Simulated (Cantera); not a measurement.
A Cantera script and what it prints.

```python
import numpy as np
import cantera as ct

gas_names = """
    H H2 N NH NH2 NH3 N2 N2H2 N2H4 Zr ZrN
""".split()
cond_names = """
    Zr(a) Zr(b) Zr(L) ZrN(s) ZrN(L)
""".split()


# ... load() reads the species with a 1 bar reference pressure and builds the phases ...
atoms = {
    'ZrN': {'Zr': 1, 'N': 1},
    'H2': {'H': 2},
}
top_T = {}  # K; cautious upper limits of use, not melting points


# ... equilibrate(T, P, feed) seeds the gas with the atoms and calls Mixture.equilibrate('TP', solver="vcs", rtol=1e-11, max_steps=5000) ...
results = []
feed = {'ZrN': 1, 'H2': 3.4}  # mol
P = 1333.22  # Pa
for T in [1948, 2048, 2148, 2248, 2348, 2448, 2548, 2648]:
    mix = equilibrate(T, P, feed)
    results.append((T, P, feed, dict(zip(mix.species_names, mix.species_moles))))
    x = sorted(zip(gas.X, gas.species_names), reverse=True)
    print(f"T = {T:g} K  P = {P:g} Pa  gas = {mix.phase_moles(0):.4g} mol")
    print("   x: " + "  ".join(f"{s} {v:.3e}" for v, s in x if v > 0.0001))
    print("   condensed (mol): " + ("  ".join(f"{mix.phase(i).name} {mix.phase_moles(i):.4g}"
          for i in range(1, mix.n_phases) if mix.phase_moles(i) > 1e-12) or "none"))
```

Result:

```
T = 1948 K  P = 1333.22 Pa  gas = 3.417 mol
   x: H2 9.903e-01  H 9.739e-03
   condensed (mol): ZrN(s) 1
T = 2048 K  P = 1333.22 Pa  gas = 3.433 mol
   x: H2 9.808e-01  H 1.921e-02
   condensed (mol): ZrN(s) 1
T = 2148 K  P = 1333.22 Pa  gas = 3.461 mol
   x: H2 9.645e-01  H 3.545e-02
   condensed (mol): ZrN(s) 1
T = 2248 K  P = 1333.22 Pa  gas = 3.508 mol
   x: H2 9.384e-01  H 6.163e-02
   condensed (mol): ZrN(s) 1
T = 2348 K  P = 1333.22 Pa  gas = 3.582 mol
   x: H2 8.986e-01  H 1.014e-01
   condensed (mol): ZrN(s) 0.9999
T = 2448 K  P = 1333.22 Pa  gas = 3.693 mol
   x: H2 8.416e-01  H 1.582e-01  Zr 1.160e-04
   condensed (mol): Zr(L) 0.0001651  ZrN(s) 0.9994
T = 2548 K  P = 1333.22 Pa  gas = 3.854 mol
   x: H2 7.650e-01  H 2.343e-01  Zr 3.521e-04  N2 3.426e-04
   condensed (mol): Zr(L) 0.001284  ZrN(s) 0.9974
T = 2648 K  P = 1333.22 Pa  gas = 4.081 mol
   x: H2 6.684e-01  H 3.293e-01  N2 1.307e-03  Zr 9.807e-04
   condensed (mol): Zr(L) 0.006671  ZrN(s) 0.9893
```

Equilibrium computed with Cantera from the NASA thermochemical tables; the gas is ideal and each condensed phase is pure. Mutual solubility and eutectic melting of coexisting phases are not modelled. ZrN: taken at fixed stoichiometry. Condensed phases not in the tables: N, O or C dissolved in the metal.
